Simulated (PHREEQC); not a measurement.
Solution (25 °C): 5.7 mol/kgw LiCl. Closed to the air; pH follows from the charge balance.

Equilibrium calculation in PHREEQC: Pitzer model, pitzer.dat.

Precipitation was switched off in this run.

**Question.** Estimate the activity of water.

**Answer.** activity of water 0.699.
